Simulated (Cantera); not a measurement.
Feed: 1 mol Si₃N₄, 0.027 mol Si, 3.2 mol H₂, at 1448.15 K and 750 Torr.

Cantera equilibrium calculation (NASA polynomials, part measured and part estimated; ideal gas, pure solids and liquids). Candidate condensed phases: Si, Si₃N₄; 18 gas species. Mutual solubility and eutectic melting of coexisting phases are not modelled. Equilibrium is a limit: real reactors are often held back by kinetics, nucleation or transport.

Base state: H₂ 1.000, N₂ 1.65e-5 (mole fractions); condensed: Si(s) + Si₃N₄(s).

Problem. What changes in the equilibrium state with this change: temperature from 1448.15 K to 2398.15 K?

Solution. 
```tsv
species	before	after
H₂	1.000	0.603
N₂	1.65e-5	0.381
H	9.23e-6	0.0122
Si	2.94e-9	0.00214
SiN	<1e-9	0.000157
Si₂N	<1e-9	0.000149
Si₂	<1e-9	4.89e-5
SiH	1.18e-8	0.000517
SiH₂	7.50e-7	0.000421
Si(s), mol	0.0271	0
Si₃N₄(s), mol	1.000	0
Si(l), mol	0	3.01
```
The tables' values for SiN are old estimates; treat these amounts as uncertain. Gases not in the tables: Si₂H₆ and higher silanes.
